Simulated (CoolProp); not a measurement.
A single-stage vapour-compression cycle with hydrogen sulfide: evaporating at 198.15 K (dew point), condensing at 229.15 K (bubble point), superheat 8 K, subcooling 8 K, compressor efficiency 0.7, no pressure losses. Each further row changes one setting.

Model: reference Helmholtz-energy equation of state, Lemmon 2006, in CoolProp. It is a short technical equation, of lower accuracy than the large ones.

| case | cooling COP | pressure ratio | discharge temperature (K) | refrigerating effect (kJ/kg) | volumetric capacity (kJ/m³) |
|---|---|---|---|---|---|
| as stated | 3.86 | 4.80 | 343.7 | 525 | 477 |
| evaporating temperature 203.15 K | 4.86 | 3.59 | 321.8 | 530 | 629 |
| condensing temperature 224.15 K | [?] | 3.85 | 321.4 | 535 | 486 |
| subcooling 13 K | 3.93 | 4.80 | 343.7 | 535 | 486 |
| superheat 18 K | 3.75 | 4.80 | 359.9 | 535 | [?] |
| compressor efficiency 0.6 | [?] | 4.80 | 365.5 | 525 | 477 |

Problem. Fill in the missing entries.

Solution. 
- condensing temperature 224.15 K, cooling COP: 4.71
- superheat 18 K, volumetric capacity (kJ/m³): 463
- compressor efficiency 0.6, cooling COP: 3.31
